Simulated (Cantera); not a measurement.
Cantera run, input and output.

```python
import numpy as np
import cantera as ct

gas = ct.Solution("gri30.yaml")
gas.TPX = 1100, 690, {'H2': 0.03, 'O2': 1}
reactor = ct.IdealGasConstPressureReactor(gas, energy="off", clone=False)
net = ct.ReactorNet([reactor])
net.rtol, net.atol = 1e-08, 1e-18
show = ['H2', 'O2', 'H2O', 'H', 'H2O2']
times = np.geomspace(1e-06, 200, 12)

steps = ct.SolutionArray(gas, extra=["t"])
rows = []
print(f"{'t/s':>10s}{'T/K':>9s}{'P/Pa':>11s}" + "".join(f"{s:>11s}" for s in show))
for t in times:
    while net.time < t:
        t_next = net.step()
        steps.append(gas.state, t=t_next)
    rows.append([np.interp(t, steps.t, y) for y in (steps.T, steps.P, *steps(*show).X.T)])
    print(f"{t:10.3e}{rows[-1][0]:9.1f}{rows[-1][1]:11.4g}" + "".join(f"{x:11.3e}" for x in rows[-1][2:]))
rate = np.gradient(steps.T, steps.t)
print("integrator steps:", len(steps.t))
if steps.T.max() > steps.T[0] + 200:
    print(f"time of steepest temperature rise: {steps.t[rate.argmax()]:.4e} s")
gas.TPX = 1100, 690, {'H2': 0.03, 'O2': 1}
gas.equilibrate("TP")
print(f"equilibrium (TP): T = {gas.T:.1f} K  " + "  ".join(f"{s} {gas[s].X[0]:.3e}" for s in show))
```

Output:

```
       t/s      T/K       P/Pa         H2         O2        H2O          H       H2O2
 1.000e-06   1100.0        690  2.913e-02  9.709e-01  1.013e-17  1.697e-12  4.176e-19
 5.684e-06   1100.0        690  2.913e-02  9.709e-01  1.472e-15  9.482e-12  1.309e-17
 3.231e-05   1100.0        690  2.913e-02  9.709e-01  2.498e-13  4.928e-11  4.216e-16
 1.836e-04   1100.0        690  2.913e-02  9.709e-01  3.338e-11  2.017e-10  1.361e-14
 1.044e-03   1100.0        690  2.913e-02  9.709e-01  3.177e-09  1.435e-09  4.401e-13
 5.932e-03   1100.0        690  2.909e-02  9.708e-01  2.404e-05  6.101e-06  3.541e-11
 3.372e-02   1100.0        690  2.944e-04  9.503e-01  2.659e-02  3.212e-03  2.709e-08
 1.916e-01   1100.0        690  1.247e-04  9.623e-01  2.841e-02  8.440e-04  2.853e-08
 1.089e+00   1100.0        690  1.123e-05  9.696e-01  2.938e-02  2.263e-05  2.091e-08
 6.191e+00   1100.0        690  5.083e-07  9.704e-01  2.952e-02  2.250e-07  6.014e-09
 3.519e+01   1100.0        690  3.488e-08  9.704e-01  2.955e-02  4.154e-09  9.675e-10
 2.000e+02   1100.0        690  3.935e-09  9.704e-01  2.955e-02  1.599e-10  1.491e-10
integrator steps: 1933
equilibrium (TP): T = 1100.0 K  H2 4.791e-10  O2 9.704e-01  H2O 2.956e-02  H 6.858e-12  H2O2 2.185e-11
```

Cantera simulation using GRI-Mech 3.0 (53 species, 325 reactions); the numbers are that mechanism's predictions, not measurements. Radical loss at walls, strong at low pressure, is not modelled.
